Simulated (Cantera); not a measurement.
**Gas activation for diamond growth**

An isothermal, constant-pressure homogeneous reactor starts with CH4 : H2 : O2 = 0.0046 : 1 : 0.0054 (molar parts), equivalence ratio 94, at 2748 K and 0.0550 bar.

Cantera simulation using GRI-Mech 3.0 (53 species, 325 reactions); the numbers are that mechanism's predictions, not measurements.

```csv
t (s),x CH4,x H2,x O2,x C2H6,x HCO,x C2H4
1.00e-6,0.00452,0.990,0.00534,1.22e-11,2.60e-11,4.74e-11
5.93e-6,0.00444,0.990,0.00530,1.07e-9,8.17e-10,6.68e-9
3.51e-5,0.00415,0.985,0.00469,1.38e-8,6.70e-8,3.28e-7
0.000208,0.00281,0.959,6.61e-5,6.91e-8,1.33e-7,5.88e-6
0.00123,0.000495,0.931,2.39e-8,4.59e-9,1.28e-7,1.09e-6
0.00730,3.49e-5,0.887,4.25e-8,3.64e-11,3.77e-8,4.06e-8
0.0433,3.18e-12,0.777,1.68e-7,<1e-12,6.43e-9,<1e-12
0.256,1.41e-12,0.740,2.45e-7,<1e-12,5.55e-9,<1e-12
1.52,1.41e-12,0.740,2.45e-7,<1e-12,5.55e-9,<1e-12
9.00,1.41e-12,0.740,2.45e-7,<1e-12,5.55e-9,<1e-12
```
x: mole fraction; the columns are a selection and need not sum to one.

Equilibrium at this temperature and pressure: CH4 1.45e-12, H2 0.740, O2 2.45e-7, C2H6 <1e-12, HCO 5.55e-9, C2H4 <1e-12 (gas phase only).
